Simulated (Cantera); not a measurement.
Cantera run:

```python
import numpy as np
import cantera as ct

gas_names = """
    Br Br2 H HBr H2 Si SiBr SiBr2 SiBr3 SiBr4 SiH SiHBr3 SiH2 SiH2Br2 SiH3 SiH3Br SiH4 Si2 Si3
""".split()
cond_names = """
    Br2(cr) Br2(L) Si(cr) Si(L)
""".split()


def load(file, names, dense=False):
    # The tables refer to 1 bar. Condensed volumes are neglected.
    table = {s.name: s for s in ct.Species.list_from_file(file)}
    out = []
    for n in names:
        d = dict(table[n].input_data)
        d["thermo"] = dict(d["thermo"], **{"reference-pressure": 1e5})
        if dense:
            d["equation-of-state"] = {"model": "constant-volume", "density": "1e6 g/cm^3"}
        out.append(ct.Species.from_dict(d))
    return out


gas = ct.Solution(thermo="ideal-gas", species=load("nasa_gas.yaml", gas_names))
cond = {s.name: ct.Solution(thermo="fixed-stoichiometry", species=[s], name=s.name)
        for s in load("nasa_condensed.yaml", cond_names, dense=True)}
atoms = {
    'Si': {'Si': 1},
    'HBr': {'H': 1, 'Br': 1},
    'H2': {'H': 2},
}
top_T = {}  # K; cautious upper limits of use, not melting points


def equilibrate(T, P, feed):
    n = {}
    for name, mol in feed.items():
        for a, k in atoms[name].items():
            n[a] = n.get(a, 0.0) + k * mol
    gas.TPX = T, P, n
    mass = sum(n.values()) * gas.mean_molecular_weight
    gas.equilibrate("TP")
    valid = [c for c in cond.values() if c.min_temp <= T <= top_T.get(c.name, c.max_temp)]
    mix = ct.Mixture([(gas, mass / gas.mean_molecular_weight)] + [(c, 0.0) for c in valid])
    mix.T, mix.P = T, P
    mix.equilibrate("TP", solver="vcs", rtol=1e-11, max_steps=5000)
    return mix


results = []
feed = {'Si': 1, 'HBr': 2.2, 'H2': 0.88}  # mol
T = 748.15  # K
P = 1000  # Pa
mix = equilibrate(T, P, feed)
results.append((T, P, feed, dict(zip(mix.species_names, mix.species_moles))))
print(gas.report(threshold=0.001))
for i in range(1, mix.n_phases):
    print(f"{mix.phase(i).name:16s} {mix.phase_moles(i):12.5e} mol")
```

Result:

```
       temperature   748.15 K
          pressure   1000 Pa
           density   0.012412 kg/m^3
  mean mol. weight   77.21 kg/kmol
   phase of matter   gas

                          1 kg             1 kmol
                     ---------------   ---------------
          enthalpy       -9.0067e+05        -6.954e+07  J
   internal energy       -9.8124e+05       -7.5761e+07  J
           entropy            3493.4        2.6972e+05  J/K
    Gibbs function       -3.5143e+06       -2.7133e+08  J
 heat capacity c_p             596.6             46063  J/K
 heat capacity c_v            488.91             37749  J/K

                      mass frac. Y      mole frac. X     chem. pot. / RT
                     ---------------   ---------------   ---------------
               HBr         0.0057967         0.0055315           -40.683
                H2          0.020276           0.77654           -21.694
             SiBr4           0.94899           0.21073           -122.46
            SiHBr3          0.024505         0.0070386           -103.47
     [  +15 minor]        0.00042983        0.00016139

Br2(L)            0.00000e+00 mol
Si(cr)            4.48864e-01 mol
```

Method: chemical equilibrium by Gibbs-energy minimisation in Cantera with the NASA 1993 tables (ideal gas, pure condensed phases). The tables' values for SiBr3 are old estimates; treat these amounts as uncertain.
